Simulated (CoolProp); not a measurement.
Properties of n-perfluorohexane along the isobar 45 bar.

Values from CoolProp's reference Helmholtz-energy equation of state, Gao 2022.

```
T (K)   phase  density (kg/m³)  cv (kJ/(kg K))  Joule-Thomson coefficient (K/MPa)  expansivity (1/kK)
-----  ------  ---------------  --------------  ---------------------------------  ------------------
235.8  liquid             1862          0.7571                            -0.3744               1.440
242.1  liquid             1845          0.7674                            -0.3678               1.448
248.4  liquid             1829          0.7776                            -0.3610               1.457
254.7  liquid             1812          0.7877                            -0.3540               1.469
261    liquid       (withheld)          0.7976                            -0.3466               1.482
267.3  liquid             1778      (withheld)                            -0.3389          (withheld)
273.7  liquid             1761          0.8170                            -0.3307               1.516
280    liquid             1744          0.8264                            -0.3222               1.536
286.3  liquid             1728          0.8356                         (withheld)               1.559
292.6  liquid             1711          0.8446                            -0.3038               1.584
298.9  liquid             1693          0.8535                         (withheld)               1.612
305.2  liquid             1676          0.8621                            -0.2832               1.643
```

Q: What belongs in the gaps?

A: 
- 261, density (kg/m³): 1795
- 267.3, cv (kJ/(kg K)): 0.8073
- 267.3, expansivity (1/kK): 1.498
- 286.3, Joule-Thomson coefficient (K/MPa): -0.3133
- 298.9, Joule-Thomson coefficient (K/MPa): -0.2938
